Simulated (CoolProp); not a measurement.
Properties of fluoroethane (R161) at several states.

Model: reference Helmholtz-energy equation of state, Wu 2012, in CoolProp.

| T (°C) | p (MPa) | phase | density (kg/m³) | cp (kJ/(kg K)) | fugacity coefficient |
|---|---|---|---|---|---|
| 117.25 | 0.0578 | gas | 0.8589 | 1.521 | 0.9964 |
| 65.55 | 0.0102 | gas | 0.1742 | 1.362 | 0.9990 |
| -73.95 | 0.278 | liquid | 867.3 | 1.921 | 0.04793 |
| 92.05 | 0.0608 | gas | 0.9669 | 1.448 | 0.9953 |
